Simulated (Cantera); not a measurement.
# Si + O2 + H2 + H2O (thermal oxidation and active oxidation of silicon)

A closed system holds: 1 mol Si, 0.39 mol O2, 21 mol H2, 0.0031 mol H2O, held at 1280 Torr.

Cantera equilibrium calculation (NASA polynomials, part measured and part estimated; ideal gas, pure solids and liquids). Candidate condensed phases: H2O, Si, SiO2; 18 gas species. Each liquid is taken as pure. Mutual solubility and eutectic melting of coexisting phases are not modelled. The tables hold silica as quartz up to 1696 K and as liquid above; real silica turns to tridymite and cristobalite and melts near 1996 K. Gases not in the tables: Si2H6 and higher silanes. The numbers say what is thermodynamically allowed, not how fast it happens.

```tsv
T (°C)	x H2	x SiO	x H	x SiH2	n Si(l)	n SiO2(condensed)
1427	0.992	0.00739	0.000113	1.41e-5	0.530	0.313
1477	0.986	0.0138	0.000177	2.05e-5	0.461	0.244
1527	0.975	0.0248	0.000271	2.92e-5	0.341	0.124
1577	0.964	0.0359	0.000406	4.06e-5	0.217	0
1627	0.963	0.0359	0.000597	5.62e-5	0.216	0
1677	0.963	0.0359	0.000863	7.64e-5	0.216	0
1727	0.963	0.0359	0.00122	0.000102	0.214	0
1777	0.962	0.0359	0.00171	0.000135	0.213	0
1827	0.961	0.0359	0.00234	0.000175	0.211	0
1877	0.961	0.0359	0.00317	0.000225	0.208	0
```
x: gas mole fraction; n: condensed amount in mol.

From 1427 °C to 1527 °C the condensed part is Si(l) + SiO2(condensed). From 1577 °C to 1877 °C the condensed part is Si(l). The main Si-bearing gas is SiO throughout. The share of Si in condensed phases is highest at 1427 °C (84.3 %) and lowest at 1877 °C (20.8 %).
